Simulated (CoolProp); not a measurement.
Propylene at 293.15 K and 0.369 MPa is compressed adiabatically to 2.01 MPa with isentropic efficiency 0.7. Each further row changes one setting.

Computed with CoolProp (reference Helmholtz-energy equation of state, Lemmon 2013).

```csv
case,work (kJ/kg),final temperature (K),final density (kg/m³)
as stated,[?],[?],30.0
efficiency 1,[?],[?],32.8
efficiency 0.65,[?],[?],[?]
```

Problem. What belongs in the gaps?

Solution. 
- as stated, work (kJ/kg): 142
- as stated, final temperature (K): 390.3
- efficiency 1, work (kJ/kg): 99.3
- efficiency 1, final temperature (K): 369.8
- efficiency 0.65, work (kJ/kg): 153
- efficiency 0.65, final temperature (K): 395.5
- efficiency 0.65, final density (kg/m³): 29.4
